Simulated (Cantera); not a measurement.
Input: 1 mol SiCl₄, 8.7 mol NH₃, at 1150 K and 0.100 bar.

Method: chemical equilibrium by Gibbs-energy minimisation in Cantera with the NASA 1993 tables (ideal gas, pure condensed phases). Candidate condensed phases: NH₄Cl, Si, Si₃N₄; 28 gas species. The tables' values for SiCl₃ are old estimates; treat these amounts as uncertain. Kinetics and transport are ignored.

What is the equilibrium state?


```
Quantity                              Value
--------------------------------  ---------
x(H₂)                                 0.593
x(HCl)                                0.208
x(N₂)                                 0.198
x(SiCl₄)                            0.00131
x(SiHCl₃)                           7.59e-5
x(SiCl₃)                            2.89e-5
x(SiCl₂)                            6.96e-6
x(NH₃)                              4.95e-6
n(Si₃N₄(s))                       0.324 mol
gas amount                        18.72 mol
log10 activity of Si(s) (absent)      -4.36
```
